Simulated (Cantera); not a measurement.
What does this Cantera script print?

```python
import numpy as np
import cantera as ct

surf = ct.Interface("diamond.yaml", "diamond_100")
gas, bulk = surf.adjacent["gas"], surf.adjacent["diamond"]
k = surf.kinetics_species_index(bulk.species_names[0])
cover = ["c6HH", "c6H*", "c6*H", "c6**", "c6HM", "c6B"]

rows, drift = [], 0.0
print(f"{'P':>10s}{'um/h':>11s}" + "".join(f"{s:>11s}" for s in cover))
for v in [1100, 1800, 3000, 5100, 8600, 14000, 24000, 41000]:
    T, P, xH, xCH3 = 975, v, 0.00024, 0.0004
    gas.TPX = T, P, {"H": xH, "CH3": xCH3, "CH4": 0.0096, "H2": 1 - xH - xCH3 - 0.0096}
    surf.TP = bulk.TP = T, P
    surf.coverages = "c6H*:0.1, c6HH:0.9"
    surf.advance_coverages(100.0)
    before = surf.coverages
    surf.advance_coverages(100.0)
    drift = max(drift, np.max(np.abs(surf.coverages - before) / (surf.coverages + 1e-9)))
    rate = surf.net_production_rates[k] * bulk.mean_molecular_weight / bulk.density * 3.6e9
    rows.append([rate, *surf[cover].coverages])
    print(f"{v:10.4g}{rate:11.4e}" + "".join(f"{x:11.3e}" for x in rows[-1][1:]))
```

It prints:

```
         P       um/h       c6HH       c6H*       c6*H       c6**       c6HM        c6B
      1100 4.3942e-01  4.560e-01  1.123e-02  2.471e-01  3.393e-03  2.102e-01  1.192e-09
      1800 8.7128e-01  4.171e-01  1.023e-02  2.251e-01  3.090e-03  2.571e-01  2.364e-09
      3000 1.6791e+00  3.824e-01  9.330e-03  2.053e-01  2.819e-03  2.991e-01  4.556e-09
      5100 3.1627e+00  3.546e-01  8.614e-03  1.896e-01  2.603e-03  3.326e-01  8.582e-09
      8600 5.6927e+00  3.354e-01  8.120e-03  1.787e-01  2.453e-03  3.558e-01  1.545e-08
   1.4e+04 9.6336e+00  3.234e-01  7.811e-03  1.719e-01  2.359e-03  3.703e-01  2.614e-08
   2.4e+04 1.6961e+01  3.149e-01  7.594e-03  1.670e-01  2.293e-03  3.806e-01  4.602e-08
   4.1e+04 2.9438e+01  3.097e-01  7.464e-03  1.641e-01  2.253e-03  3.869e-01  7.988e-08
```

Computed with Cantera and the Harris–Goodwin 1993 mechanism for the reconstructed diamond (100) surface.
